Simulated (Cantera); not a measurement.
A closed system holds: 1 mol AlBr3, 1.7 mol O2, 20 mol N2, at 0.0133 bar.

Cantera equilibrium calculation (NASA polynomials, part measured and part estimated; ideal gas, pure solids and liquids). Candidate condensed phases: Al, AlBr3, AlN, Al2O3, Br2; 21 gas species. The numbers say what is thermodynamically allowed, not how fast it happens.

log p: log10 of the partial pressure in bar; n: condensed amount in mol.

| T (°C) | log p N2 | log p Br | log p Br2 | log p O2 | log p NO | n Al2O3(s) |
|---|---|---|---|---|---|---|
| 677 | -1.93 | -4.05 | -3.07 | -3.25 | (withheld) | 0.500 |
| 752 | -1.93 | -3.67 | -3.11 | -3.25 | (withheld) | 0.500 |
| 827 | -1.93 | -3.37 | -3.18 | -3.26 | (withheld) | 0.500 |
| 902 | -1.94 | -3.13 | -3.31 | -3.26 | (withheld) | 0.500 |
| 977 | -1.94 | -2.97 | -3.50 | -3.27 | (withheld) | 0.500 |
| 1052 | -1.95 | -2.87 | -3.77 | -3.27 | (withheld) | 0.500 |
| 1127 | -1.95 | -2.82 | -4.09 | -3.28 | (withheld) | 0.500 |
| 1202 | -1.95 | -2.80 | -4.43 | -3.28 | (withheld) | 0.500 |
| 1277 | -1.95 | -2.79 | -4.75 | -3.28 | (withheld) | 0.500 |
| 1352 | -1.95 | -2.78 | -5.05 | -3.28 | (withheld) | 0.500 |
| 1427 | -1.95 | -2.78 | -5.33 | -3.28 | (withheld) | 0.500 |
| 1502 | -1.95 | -2.78 | -5.59 | -3.29 | (withheld) | 0.500 |
| 1577 | -1.95 | -2.78 | -5.83 | -3.29 | (withheld) | 0.500 |

Fill in the missing entries.


- 677, log p NO: -6.95
- 752, log p NO: -6.59
- 827, log p NO: -6.27
- 902, log p NO: -6.00
- 977, log p NO: -5.76
- 1052, log p NO: -5.55
- 1127, log p NO: -5.36
- 1202, log p NO: -5.19
- 1277, log p NO: -5.04
- 1352, log p NO: -4.89
- 1427, log p NO: -4.77
- 1502, log p NO: -4.65
- 1577, log p NO: -4.54
